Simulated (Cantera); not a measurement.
A closed system holds: 1 mol Ti, 0.41 mol H2O, 10 mol H2, held at 133 Pa.

Method: chemical equilibrium by Gibbs-energy minimisation in Cantera with the NASA 1993 tables (ideal gas, pure condensed phases). Candidate condensed phases: H2O, Ti, TiO, TiO2, Ti2O3, Ti3O5, Ti4O7; 12 gas species. Mutual solubility and eutectic melting of coexisting phases are not modelled. TiO: taken at fixed stoichiometry. Condensed phases not in the tables: N, O or C dissolved in the metal. Kinetics and transport are ignored.

x: gas mole fraction; n: condensed amount in mol.

```json
[
 {"T (K)": "1148", "x H2": "1.000", "x H": "1.96e-6", "x Ti": "9.56e-12", "x TiO": "<1e-12", "x H2O": "4.95e-12", "n Ti(α)": "0.590", "n TiO(s)": "0.410", "n Ti(β)": "0"},
 {"T (K)": "1248", "x H2": "1.000", "x H": "1.28e-5", "x Ti": "4.64e-10", "x TiO": "<1e-12", "x H2O": "5.71e-11", "n Ti(α)": "0", "n TiO(s)": "0.410", "n Ti(β)": "0.590"},
 {"T (K)": "1348", "x H2": "1.000", "x H": "6.34e-5", "x Ti": "1.26e-8", "x TiO": "?", "x H2O": "4.42e-10", "n Ti(α)": "0", "n TiO(s)": "0.410", "n Ti(β)": "0.590"},
 {"T (K)": "1448", "x H2": "1.000", "x H": "0.000252", "x Ti": "2.15e-7", "x TiO": "?", "x H2O": "2.53e-9", "n Ti(α)": "0", "n TiO(s)": "0.410", "n Ti(β)": "0.590"},
 {"T (K)": "1548", "x H2": "0.999", "x H": "0.000843", "x Ti": "2.53e-6", "x TiO": "?", "x H2O": "1.14e-8", "n Ti(α)": "0", "n TiO(s)": "0.410", "n Ti(β)": "0.590"},
 {"T (K)": "1648", "x H2": "0.998", "x H": "0.00244", "x Ti": "2.20e-5", "x TiO": "?", "x H2O": "4.25e-8", "n Ti(α)": "0", "n TiO(s)": "0.410", "n Ti(β)": "0.590"},
 {"T (K)": "1748", "x H2": "0.994", "x H": "0.00624", "x Ti": "0.000148", "x TiO": "?", "x H2O": "1.35e-7", "n Ti(α)": "0", "n TiO(s)": "0.410", "n Ti(β)": "0.588"}
]
```

Q: Fill in the missing entries.

A: 
- 1348, x TiO: 3.87e-11
- 1448, x TiO: 1.32e-9
- 1548, x TiO: 2.80e-8
- 1648, x TiO: 4.04e-7
- 1748, x TiO: 4.24e-6
